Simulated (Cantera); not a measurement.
Input (Python, Cantera):

```python
import numpy as np
import cantera as ct

gas = ct.Solution("gri30.yaml")
gas.TPX = 575, 500000, {'CO': 1, 'H2': 0.86, 'O2': 0.664, 'N2': 2.72}
flame = ct.FreeFlame(gas, width=0.013)
flame.set_refine_criteria(ratio=3, slope=0.08, curve=0.16)
flame.transport_model = "mixture-averaged"
flame.solve(loglevel=0, auto=True)
z, T = flame.grid, flame.T
thick = (T[-1] - T[0]) / np.gradient(T, z).max()
show = ['CO', 'H2', 'O2', 'H2O', 'NO', 'HO2']
print(f"laminar burning velocity  {flame.velocity[0] * 100:.3f} cm/s")
print(f"burnt temperature         {T[-1]:.1f} K")
print(f"thermal thickness         {thick * 1e3:.4f} mm")
print(f"grid points               {len(z)}")
z0 = z[flame.heat_release_rate.argmax()]
print(f"{'z/mm':>9s}{'T/K':>9s}{'u/(m/s)':>9s}" + "".join(f"{s:>11s}" for s in show))
rows = []
for k in (-3, -2, -1.5, -1, -0.5, -0.25, 0, 0.25, 0.5, 1, 2, 4, 8):
    zz = z0 + k * thick
    rows.append([k * thick, np.interp(zz, z, T), np.interp(zz, z, flame.velocity),
                 *(np.interp(zz, z, flame.X[gas.species_index(s)]) for s in show)])
    print(f"{rows[-1][0] * 1e3:9.3f}{rows[-1][1]:9.1f}{rows[-1][2]:9.3f}" + "".join(f"{x:11.3e}" for x in rows[-1][3:]))
```

It prints:

```
laminar burning velocity  363.941 cm/s
burnt temperature         2480.5 K
thermal thickness         0.0709 mm
grid points               108
     z/mm      T/K  u/(m/s)         CO         H2         O2        H2O         NO        HO2
   -0.213    575.0    3.639  1.907e-01  1.640e-01  1.266e-01  1.408e-09  6.170e-17  5.915e-11
   -0.142    575.0    3.639  1.907e-01  1.639e-01  1.266e-01  8.210e-08  3.881e-14  4.740e-09
   -0.106    575.0    3.638  1.908e-01  1.635e-01  1.267e-01  8.961e-07  5.677e-13  6.621e-08
   -0.071    575.6    3.634  1.912e-01  1.618e-01  1.270e-01  1.717e-05  1.546e-11  1.727e-06
   -0.035    607.0    3.776  1.940e-01  1.474e-01  1.282e-01  1.647e-03  3.530e-09  2.654e-04
   -0.018    852.7    5.178  1.938e-01  1.170e-01  1.209e-01  2.058e-02  1.366e-07  6.691e-04
    0.000   1312.3    7.804  1.823e-01  6.976e-02  8.912e-02  7.325e-02  1.641e-06  2.726e-04
    0.018   1649.5    9.683  1.605e-01  3.531e-02  4.958e-02  1.196e-01  6.662e-06  1.124e-04
    0.035   1839.2   10.674  1.400e-01  2.517e-02  2.892e-02  1.349e-01  1.338e-05  5.366e-05
    0.071   2027.9   11.590  1.174e-01  2.472e-02  1.605e-02  1.384e-01  2.461e-05  2.347e-05
    0.142   2187.7   12.350  1.056e-01  2.497e-02  9.620e-03  1.431e-01  3.837e-05  1.130e-05
    0.284   2309.1   12.925  1.012e-01  2.323e-02  5.730e-03  1.505e-01  5.324e-05  5.519e-06
    0.567   2393.1   13.313  9.789e-02  2.164e-02  3.000e-03  1.563e-01  6.954e-05  2.475e-06
```

Cantera simulation using GRI-Mech 3.0 (53 species, 325 reactions); the numbers are that mechanism's predictions, not measurements. The hydrogen kinetics of GRI-Mech 3.0 are dated; newer H2 mechanisms differ, most at raised pressure. Burning velocities carry a grid error of a few per cent, more on coarse grids.
